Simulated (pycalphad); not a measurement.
Source of the numbers: pycalphad with the COST 507 light-alloy database (1999); pressure 1 atm. These are 1990s assessments: newer ones move some temperatures and phases.

Task: How does the equilibrium phase assembly of Al-2.92Si-0.39Fe (at.%) change on cooling from 1577 °C to 227 °C?

Result: 
```json
[
 {"T (°C)": "639.8", "phases above": "liquid", "phases below": "fcc + liquid"},
 {"T (°C)": "621.1", "phases above": "fcc + liquid", "phases below": "ALFESI_ALPHA + fcc + liquid"},
 {"T (°C)": "619.5", "phases above": "ALFESI_ALPHA + fcc + liquid", "phases below": "ALFESI_BETA + fcc + liquid"},
 {"T (°C)": "575.7", "phases above": "ALFESI_BETA + fcc + liquid", "phases below": "ALFESI_BETA + diamond (Si) + fcc"}
]
```
Changes were sought between steps of 75 K, so a narrower field can be missed.

Database names, with the compositions (at.%) that they take in these runs: ALFESI_BETA: Al 70 Si 15 Fe 15.
